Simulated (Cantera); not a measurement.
# Reactions in the system N-O-Zr

Source: NASA polynomial tables (part measured, part estimated), evaluated in Cantera. Values are per mole of reaction as written; species without (g) are pure solids or liquids, kept so even where they would boil at 1 bar. ZrN: taken at fixed stoichiometry.

ZrO₂ + NO₂(g) → 4 O(g) + ZrN

```
T (K)  ΔH° (kJ)  ΔS° (J/K)  ΔG° (kJ)  log10 K          condensed phases
-----  --------  ---------  --------  -------  ------------------------
1423     1709.0      418.2    1113.8   -40.88  ZrO₂(monoclinic), ZrN(s)
1623     1704.6      415.2    1030.7   -33.17  ZrO₂(tetragonal), ZrN(s)
1823     1706.6      416.4     947.5   -27.15  ZrO₂(tetragonal), ZrN(s)
2023     1708.7      417.5     864.1   -22.31  ZrO₂(tetragonal), ZrN(s)
2223     1711.0      418.6     780.5   -18.34  ZrO₂(tetragonal), ZrN(s)
2423     1713.5      419.6     696.7   -15.02  ZrO₂(tetragonal), ZrN(s)
2623     1716.1      420.7     612.7   -12.20           ZrO₂(s), ZrN(s)
```
